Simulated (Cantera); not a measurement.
What does this Cantera script print?

```python
import numpy as np
import cantera as ct

gas_names = """
    Cu CuO Cu2 H HNO HNO2 HNO3 HO2 H2 H2O H2O2 N NH NH2 NH3 NH2OH NO NO2 NO3 N2 N2H2 N2H4 N2O O OH O2 O3
""".split()
cond_names = """
    Cu(cr) Cu(L) CuO(s) CuO2H2(s) Cu2O(s) Cu2O(L) H2O(s) H2O(L)
""".split()


def load(file, names, dense=False):
    # The tables refer to 1 bar. Condensed volumes are neglected.
    table = {s.name: s for s in ct.Species.list_from_file(file)}
    out = []
    for n in names:
        d = dict(table[n].input_data)
        d["thermo"] = dict(d["thermo"], **{"reference-pressure": 1e5})
        if dense:
            d["equation-of-state"] = {"model": "constant-volume", "density": "1e6 g/cm^3"}
        out.append(ct.Species.from_dict(d))
    return out


gas = ct.Solution(thermo="ideal-gas", species=load("nasa_gas.yaml", gas_names))
cond = {s.name: ct.Solution(thermo="fixed-stoichiometry", species=[s], name=s.name)
        for s in load("nasa_condensed.yaml", cond_names, dense=True)}
atoms = {
    'CuO': {'Cu': 1, 'O': 1},
    'H2': {'H': 2},
    'N2': {'N': 2},
}
top_T = {'CuO(s)': 1390}  # K; cautious upper limits of use, not melting points


def equilibrate(T, P, feed):
    n = {}
    for name, mol in feed.items():
        for a, k in atoms[name].items():
            n[a] = n.get(a, 0.0) + k * mol
    gas.TPX = T, P, n
    mass = sum(n.values()) * gas.mean_molecular_weight
    gas.equilibrate("TP")
    valid = [c for c in cond.values() if c.min_temp <= T <= top_T.get(c.name, c.max_temp)]
    mix = ct.Mixture([(gas, mass / gas.mean_molecular_weight)] + [(c, 0.0) for c in valid])
    mix.T, mix.P = T, P
    mix.equilibrate("TP", solver="vcs", rtol=1e-11, max_steps=5000)
    return mix


results = []
T = 1975  # K
P = 22000  # Pa
for m in [17, 59, 100, 140, 180, 220, 270, 310, 350, 390]:
    feed = {'CuO': 1, 'H2': m, 'N2': 6}  # mol
    mix = equilibrate(T, P, feed)
    results.append((T, P, feed, dict(zip(mix.species_names, mix.species_moles))))

top = {s: max(r[3][s] / sum(r[3][g] for g in gas_names) for r in results) for s in gas_names}
cols = sorted((s for s in top if top[s] > 0.0001), key=lambda s: -top[s])[:8]
seen = [c for c in cond_names if any(r[3].get(c, 0) > 1e-12 for r in results)]
print("log10 of partial pressures in bar; condensed amounts in mol")
print(f"{'n(H2)':>10s}" + "".join(f"{s[:9]:>10s}" for s in cols + seen))
for T, P, feed, n in results:
    ng = sum(n[g] for g in gas_names)
    print(f"{feed['H2']:10.4g}" + "".join(f"{np.log10(max(n[s] / ng * P / 1e5, 1e-99)):10.3f}" for s in cols)
          + "".join(f"{n.get(c, 0):10.4g}" for c in seen))
```

It prints:

```
log10 of partial pressures in bar; condensed amounts in mol
     n(H2)        H2        N2       H2O        Cu         H     Cu(L)
        17    -0.823    -1.248    -2.027    -2.468    -3.275    0.6355
        59    -0.715    -1.700    -2.478    -2.481    -3.221         0
       100    -0.693    -1.909    -2.688    -2.690    -3.210         0
       140    -0.683    -2.047    -2.826    -2.827    -3.205         0
       180    -0.678    -2.152    -2.930    -2.931    -3.203         0
       220    -0.674    -2.236    -3.014    -3.015    -3.201         0
       270    -0.672    -2.323    -3.101    -3.101    -3.200         0
       310    -0.670    -2.381    -3.159    -3.160    -3.199         0
       350    -0.669    -2.433    -3.211    -3.211    -3.198         0
       390    -0.668    -2.479    -3.257    -3.258    -3.198         0
```

These are equilibrium values from Cantera (NASA tables, ideal gas, pure condensed phases), not measurements of a reactor.
